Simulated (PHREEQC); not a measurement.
Consider water at 25 °C with 13 mmol/kgw FeSO4, 1.6 mmol/kgw CaCl2 and 64 mmol/kgw H2SO4. Closed to the air; pH follows from the charge balance.

The numbers come from PHREEQC with the ion-association model, wateq4f.dat.

```json
[
 {"quantity": "pH", "before": "1.22", "after": "2.94"},
 {"quantity": "ionic strength (mol/kgw)", "before": "0.121", "after": "0.00231"},
 {"quantity": "HSO4- (mol/kgw)", "before": "0.0519", "after": "6.65e-5"},
 {"quantity": "SO4-2 (mol/kgw)", "before": "0.0192", "after": "0.000692"},
 {"quantity": "Fe+2 (mol/kgw)", "before": "0.00776", "after": "0.000120"},
 {"quantity": "FeSO4 (mol/kgw)", "before": "0.00342", "after": "9.76e-6"},
 {"quantity": "SI of Melanterite (FeSO4:7H2O)", "before": "-2.50", "after": "-5.05"}
]
```

Q: Which change was made?
(A) H2SO4 from 0.064 to 0.0128 mol/kgw
(B) temperature from 25 to 60 °C
(C) H2SO4 from 0.064 to 0.64 mol/kgw
(D) CaCl2 replaced by KCl at the same molality
(E) diluted 100-fold with water

A: E, diluted 100-fold with water

This is a speciation only: nothing precipitates in the calculation.
